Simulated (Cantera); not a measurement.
Transport properties of process gases

Gas mixture: C2H4 = 0.52 (molar parts), at 1200 Pa, frozen composition.

Cantera's kinetic-theory transport with the Lennard-Jones parameters of GRI-Mech 3.0, ideal gas; thermal conductivity in the multicomponent form. The composition is frozen, though it would react at the higher temperatures.

```csv
T (K),ρ (kg/m³),cp (J/kg/K),μ (µPa s),λ (mW/m/K),Pr,D (cm²/s) CH3,D (cm²/s) N2,D (cm²/s) O
400,0.0101,1877,13.3,33.5,0.748,24.7,23.0,35.5
500,0.00810,2220,16.3,48.4,0.750,37.1,34.3,52.7
600,0.00675,2529,19.1,64.4,0.750,51.3,47.2,72.3
700,0.00578,2785,21.7,80.4,0.750,67.3,61.7,94.3
800,0.00506,2991,24.1,96.0,0.750,84.9,77.6,118
900,0.00450,3167,26.3,111,0.749,104,94.8,145
1000,0.00405,3354,28.5,128,0.749,125,113,173
1100,0.00368,3498,30.5,143,0.748,146,133,203
```
D: mixture-averaged diffusion coefficient of that species in the mixture.
